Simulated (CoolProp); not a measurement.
Properties of n-undecane along the isotherm 346.85 °C (Tc = 365.7 °C, pc = 1990 kPa, ω = 0.539).

Model: reference Helmholtz-energy equation of state, Aleksandrov 2011, in CoolProp. It is a short technical equation, of lower accuracy than the large ones.

```csv
p (kPa),phase,density (kg/m³),cp (kJ/(kg K)),speed of sound (m/s),expansivity (1/kK)
1660,liquid,395.5,4.107,169.7,9.209
3320,liquid,…,3.584,275.0,3.960
4980,liquid,458.6,3.471,335.8,2.913
6630,liquid,473.5,3.415,382.0,…
8290,liquid,485.3,3.380,420.6,…
9950,liquid,495.2,3.355,…,1.885
11600,liquid,503.7,…,483.9,1.726
13300,liquid,511.4,3.321,511.7,1.598
14900,liquid,518.0,3.310,535.7,1.500
16600,liquid,524.3,3.300,559.5,…
18200,liquid,529.8,3.292,…,1.346
19900,liquid,535.3,…,601.4,1.283
```

### Question
Complete the blanks.

### Answer

- 3320, density (kg/m³): 437.5
- 6630, expansivity (1/kK): 2.411
- 8290, expansivity (1/kK): 2.100
- 9950, speed of sound (m/s): 454.1
- 11600, cp (kJ/(kg K)): 3.336
- 16600, expansivity (1/kK): 1.414
- 18200, speed of sound (m/s): 580.5
- 19900, cp (kJ/(kg K)): 3.285
